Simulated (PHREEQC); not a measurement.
**Metal-bearing waste water: speciation**

A solution holds 0.0012 mol/kgw CuSO4 and 0.00015 mol/kgw CuCl2, at 25 °C. Closed to the air; pH follows from the charge balance.

The numbers come from PHREEQC with the ion-association model, wateq4f.dat.

- pH: 5.26
- ionic strength: 0.00466 mol/kgw

```json
[
 {"species": "Cu+2", "molality": "0.00120", "activity": "0.000903", "log γ": "-0.123"},
 {"species": "SO4-2", "molality": "0.00105", "activity": "0.000790", "log γ": "-0.125"},
 {"species": "Cl-", "molality": "0.000299", "activity": "0.000278", "log γ": "-0.032"},
 {"species": "CuSO4", "molality": "0.000146", "activity": "0.000146", "log γ": "0.000"},
 {"species": "H+", "molality": "5.83e-6", "activity": "5.45e-6", "log γ": "-0.029"},
 {"species": "CuOH+", "molality": "1.78e-6", "activity": "1.66e-6", "log γ": "-0.032"},
 {"species": "Cu2(OH)2+2", "molality": "1.61e-6", "activity": "1.20e-6", "log γ": "-0.128"}
]
```

No solid was allowed to form. Saturation is exceeded, for instance for Brochantite, Antlerite; the values hold only as long as no solid forms. Species that the database lacks are ignored.
